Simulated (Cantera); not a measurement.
Cantera run:

```python
import numpy as np
import cantera as ct

gas_names = """
    AL ALCL ALCL2 ALCL3 ALH ALO ALOCL ALOH ALO2 ALO2H AL2 AL2CL6 AL2O AL2O2 CL CLO CL2 H HALO HCL HOCL
    HO2 H2 H2O H2O2 O OH O2 O3
""".split()
cond_names = """
    AL(cr) AL(L) ALCL3(s) ALCL3(L) AL2O3(a) AL2O3(L) H2O(s) H2O(L)
""".split()


# ... load() reads the species with a 1 bar reference pressure and builds the phases ...
atoms = {
    'Al': {'AL': 1},
    'O2': {'O': 2},
    'H2': {'H': 2},
    'HCl': {'H': 1, 'CL': 1},
}
top_T = {}  # K; cautious upper limits of use, not melting points


# ... equilibrate(T, P, feed) seeds the gas with the atoms and calls Mixture.equilibrate('TP', solver="vcs", rtol=1e-11, max_steps=5000) ...
results = []
feed = {'Al': 1, 'O2': 1.6, 'H2': 1.8, 'HCl': 3.5}  # mol
T = 1273  # K
P = 970  # Pa
mix = equilibrate(T, P, feed)
results.append((T, P, feed, dict(zip(mix.species_names, mix.species_moles))))
x = sorted(zip(gas.X, gas.species_names), reverse=True)
print(f"T = {T:g} K  P = {P:g} Pa  gas = {mix.phase_moles(0):.4g} mol")
print("   x: " + "  ".join(f"{s} {v:.3e}" for v, s in x if v > 1e-06))
print("   condensed (mol): " + ("  ".join(f"{mix.phase(i).name} {mix.phase_moles(i):.4g}"
      for i in range(1, mix.n_phases) if mix.phase_moles(i) > 1e-12) or "none"))
```

Result:

```
T = 1273 K  P = 970 Pa  gas = 5.3 mol
   x: HCL 6.603e-01  H2O 3.207e-01  H2 1.888e-02  CL 2.956e-05
   condensed (mol): AL2O3(a) 0.5
```

Equilibrium computed with Cantera from the NASA thermochemical tables; the gas is ideal and each condensed phase is pure.
